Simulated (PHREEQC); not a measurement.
Make-up at 20 °C: 0.074 mol/kgw Al2(SO4)3, 0.29 mol/kgw CuCl2, 0.00044 mol/kgw NaHCO3 and 0.15 mol/kgw Na2SO4. Closed to the air; pH follows from the charge balance.

The numbers come from PHREEQC with the ion-association model, wateq4f.dat.

| quantity | before | after |
|---|---|---|
| pH | 4.10 | 4.61 |
| ionic strength (mol/kgw) | 1.13 | 0.930 |
| Na+ (mol/kgw) | 0.278 | 0.284 |
| SO4-2 (mol/kgw) | 0.101 | 0.0679 |
| NaSO4- (mol/kgw) | 0.0225 | 0.0163 |
| CO2 (mol/kgw) | 0.000382 | 0.000286 |
| SI of Mirabilite (Na2SO4:10H2O) | -1.97 | -2.08 |
| SI of Nahcolite (NaHCO3) | -5.70 | -5.33 |

**Question.** Which change was made?
(A) diluted 5-fold with water
(B) Al2(SO4)3 left out
(C) 0.01 mol/kgw Ca(HCO3)2 added
(D) 0.033 mol/kgw H2SO4 added
(E) 0.0031 mol/kgw Na2CO3 added

**Answer.** B, Al2(SO4)3 left out

Precipitation was switched off in this run. The ionic strength passes 0.7 mol/kgw, the rough limit of the ion-association models, in every such run. Some of these states are supersaturated (in Basaluminite, Atacamite, Antlerite, for instance).
